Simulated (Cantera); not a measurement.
# Ammonia decomposition in nitride growth gas

A perfectly stirred reactor is fed with 52.6 % NH₃, 47.4 % H₂, at 0.464 atm; it is held at 2125 K, and followed from long to short residence time.

Computed with Cantera and the gas-phase N/H chemistry of the illustrative SiF4/NH3 mechanism in the Surface Chemkin manual (1991). Walls and surfaces, which speed up NH3 decomposition in real reactors, are not modelled.

```csv
τ (s),x NH₃,x H₂,x NH₂,x H,x N₂,x NH,x N₂H₄
29,0.000728,0.823,1.27e-5,0.00473,0.172,2.01e-6,1.34e-11
11,0.00125,0.823,2.11e-5,0.00456,0.172,3.23e-6,3.70e-11
4.1,0.00240,0.822,3.67e-5,0.00416,0.171,5.13e-6,1.12e-10
1.5,0.00569,0.821,6.99e-5,0.00333,0.170,7.82e-6,4.08e-10
0.59,0.0151,0.815,0.000135,0.00240,0.167,1.08e-5,1.51e-9
0.22,0.0410,0.798,0.000260,0.00167,0.159,1.48e-5,5.64e-9
0.084,0.0964,0.761,0.000459,0.00120,0.141,1.93e-5,1.76e-8
0.032,0.194,0.696,0.000732,0.000867,0.108,2.39e-5,4.49e-8
0.012,0.320,0.611,0.00102,0.000646,0.0671,2.75e-5,8.74e-8
0.0045,0.424,0.541,0.00123,0.000520,0.0330,2.92e-5,1.26e-7
0.0017,0.483,0.502,0.00132,0.000456,0.0137,2.94e-5,1.47e-7
```
x: mole fraction; the columns are a selection and need not sum to one.
